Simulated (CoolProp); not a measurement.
Aqueous ethylene glycol as a coolant, 35 % by mass, freezing at -18.8 °C, 1 atm.

Model: Melinder's fits for secondary coolants, in CoolProp.

| T (°C) | conductivity (W/(m K)) | cp (kJ/(kg K)) | viscosity (mPa s) | density (kg/m³) |
|---|---|---|---|---|
| -16.9 | 0.413 | 3.484 | 10.6 | 1058 |
| -9.6 | 0.419 | ___ | 7.53 | 1056 |
| -2.3 | 0.426 | 3.539 | ___ | 1054 |
| 5 | 0.432 | 3.566 | 4.11 | ___ |
| 12.3 | 0.438 | 3.593 | 3.17 | 1048 |
| 19.5 | 0.444 | 3.619 | 2.51 | 1045 |
| 26.8 | 0.450 | 3.644 | 2.03 | 1042 |
| 34.1 | 0.456 | 3.669 | 1.67 | 1038 |

Q: What belongs in the gaps?

A: 
- -9.6, cp (kJ/(kg K)): 3.512
- -2.3, viscosity (mPa s): 5.48
- 5, density (kg/m³): 1051
